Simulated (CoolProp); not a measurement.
Vapour pressure (MPa) of nitrogen: the reference equation beside estimates from Tc = 126.2 K, pc = 3.396 MPa, ω = 0.037.

The numbers come from the reference Helmholtz-energy equation of state, Span 2000 in CoolProp.

| T (K) | reference | Lee-Kesler | Redlich-Kwong | Peng-Robinson |
|---|---|---|---|---|
| 83.7 | 0.2015 | … | 0.1852 | 0.2027 |
| 86.2 | 0.2565 | 0.2564 | 0.2407 | 0.2577 |
| 88.7 | 0.3219 | 0.3220 | 0.3074 | 0.3232 |
| 91.3 | 0.4022 | 0.4025 | 0.3900 | … |
| 93.8 | 0.4924 | 0.4928 | 0.4832 | … |
| 96.3 | 0.5964 | 0.5969 | 0.5912 | 0.5980 |
| 98.8 | 0.7154 | 0.7158 | 0.7150 | 0.7175 |
| 101.3 | 0.8507 | 0.8508 | 0.8557 | 0.8534 |
| 103.8 | 1.003 | 1.003 | 1.014 | 1.007 |
| 106.3 | 1.175 | 1.174 | 1.192 | 1.180 |
| 108.8 | 1.366 | 1.365 | … | … |
| 111.4 | 1.588 | 1.586 | … | … |
| 113.9 | 1.825 | 1.822 | 1.859 | 1.835 |
| 116.4 | 2.087 | 2.083 | 2.124 | 2.099 |

Q: What belongs in the gaps?

A: 
- 83.7, Lee-Kesler: 0.2012
- 91.3, Peng-Robinson: 0.4035
- 93.8, Peng-Robinson: 0.4938
- 108.8, Redlich-Kwong: 1.390
- 108.8, Peng-Robinson: 1.373
- 111.4, Redlich-Kwong: 1.618
- 111.4, Peng-Robinson: 1.597

Absolute difference from the reference over all 14 rows, mean and median: Lee-Kesler 0.1 and 0.1 %, Redlich-Kwong 2.5 and 1.8 %, Peng-Robinson 0.4 and 0.4 %.
